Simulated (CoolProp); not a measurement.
Vapour-liquid equilibrium of R125 (1) + cyclopropane (2) at 8.88 bar; x and y are mole fractions of (1).

Computed with CoolProp (multi-fluid Helmholtz-energy mixture model, Lemmon 2005 and Polt 1992; pair parameters Bell 2016). This equation is an older, rougher fit; its heat capacities, sound speeds and derivatives of the liquid may be far off and weren't checked against measurements.

```csv
x,bubble temperature (°C),y at the bubble point,dew temperature at overall composition x (°C),liquid density (mol/L)
0.05,26.0,0.179,30.9,14.31
0.15,[?],0.381,27.1,13.94
0.25,13.5,0.485,23.2,13.48
0.35,11.1,0.549,19.1,13.00
0.45,[?],0.599,14.9,12.54
0.55,[?],0.646,11.1,12.12
0.65,7.9,0.696,8.5,11.74
0.75,7.6,0.757,7.6,[?]
0.85,7.8,0.834,7.8,11.08
0.95,8.5,0.937,8.7,10.78
```

Task: Some entries are withheld; supply them.

Result: 
- 0.15, bubble temperature (°C): 17.8
- 0.45, bubble temperature (°C): 9.6
- 0.55, bubble temperature (°C): 8.6
- 0.75, liquid density (mol/L): 11.39

y crosses x between x = 0.75 and 0.85: the model has an azeotrope there.

The pair parameters rest on a limited set of measurements; away from them the model extrapolates.
